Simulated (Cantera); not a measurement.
An isothermal plug-flow reactor at 575 K and 278 Torr (inlet), inlet velocity 0.07 m/s, active area per volume 4100 1/m; feed CO : O2 : N2 : H2O = 0.0056 : 0.062 : 0.79 : 0.02 (molar parts), equivalence ratio 0.045.

Computed with Cantera and Deutschmann's 1995 Pt surface mechanism with GRI-Mech 3.0 gas chemistry. Catalytic surfaces can have several steady states; this one follows from the mechanism file's or the stated starting coverage. Mass transfer to the wall is taken as infinitely fast.

Question: What does this change do: inlet velocity 0.07 to 0.014 m/s?

Answer: 
```csv
quantity,before,after
x(CO) at z = 0.011 m,0.00266,0.00118
x(O2) at z = 0.011 m,0.0689,0.0682
x(H2O) at z = 0.011 m,0.0228,0.0228
x(CO2) at z = 0.011 m,0.00374,0.00521
θ(O*) at the exit,0.997,0.997
θ(OH*) at the exit,0.00179,0.00155
```

Question: What does this change do: temperature 575 to 800 K?

Answer: 
```json
[
 {"quantity": "x(CO) at z = 0.011 m", "before": "0.00266", "after": "<1e-12"},
 {"quantity": "x(O2) at z = 0.011 m", "before": "0.0689", "after": "0.0677"},
 {"quantity": "x(H2O) at z = 0.011 m", "before": "0.0228", "after": "0.0229"},
 {"quantity": "x(CO2) at z = 0.011 m", "before": "0.00374", "after": "0.00640"},
 {"quantity": "θ(free Pt) at the exit", "before": "0.00127", "after": "0.0627"},
 {"quantity": "θ(O*) at the exit", "before": "0.997", "after": "0.935"},
 {"quantity": "θ(OH*) at the exit", "before": "0.00179", "after": "0.00238"}
]
```

Question: What does this change do: area per volume 4100 to 16000 1/m?

Answer: 
```json
[
 {"quantity": "x(CO) at z = 0.011 m", "before": "0.00266", "after": "0.00143"},
 {"quantity": "x(O2) at z = 0.011 m", "before": "0.0689", "after": "0.0683"},
 {"quantity": "x(H2O) at z = 0.011 m", "before": "0.0228", "after": "0.0228"},
 {"quantity": "x(CO2) at z = 0.011 m", "before": "0.00374", "after": "0.00497"},
 {"quantity": "θ(O*) at the exit", "before": "0.997", "after": "0.997"},
 {"quantity": "θ(OH*) at the exit", "before": "0.00179", "after": "0.00158"}
]
```
